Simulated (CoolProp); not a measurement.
Vapour-liquid equilibrium of ethylbenzene (1) + p-xylene (2) at 2.51 kPa; x and y are mole fractions of (1).

Computed with CoolProp (multi-fluid Helmholtz-energy mixture model, Zhou 2012 and Zhou 2012; pair parameters Bell 2016).

| x | bubble temperature (°C) | y at the bubble point | dew temperature at overall composition x (°C) | liquid density (mol/L) |
|---|---|---|---|---|
| 0.05 | 38.8 | 0.056 | 38.8 | 7.958 |
| 0.125 | 38.6 | 0.137 | 38.6 | … |
| 0.2 | 38.5 | 0.216 | 38.5 | 7.968 |
| 0.275 | 38.3 | 0.293 | 38.3 | 7.972 |
| 0.35 | 38.2 | 0.369 | 38.2 | … |
| 0.425 | 38.1 | 0.444 | 38.1 | 7.982 |
| 0.5 | 38.0 | 0.518 | 38.0 | 7.987 |
| 0.575 | 37.9 | 0.591 | 37.9 | 7.992 |
| 0.65 | 37.8 | 0.664 | 37.8 | 7.997 |
| 0.725 | 37.7 | 0.737 | 37.7 | 8.002 |
| 0.8 | 37.6 | … | 37.6 | 8.008 |
| 0.875 | 37.5 | 0.882 | 37.5 | 8.013 |
| 0.95 | 37.4 | 0.953 | 37.4 | 8.018 |

**Question.** Complete the blanks.

**Answer.** 
- 0.125, liquid density (mol/L): 7.963
- 0.35, liquid density (mol/L): 7.977
- 0.8, y at the bubble point: 0.810

No azeotrope shows between x = 0.05 and 0.95.

Pair parameters are fitted to limited data, so mixtures are less certain than the pure fluids.
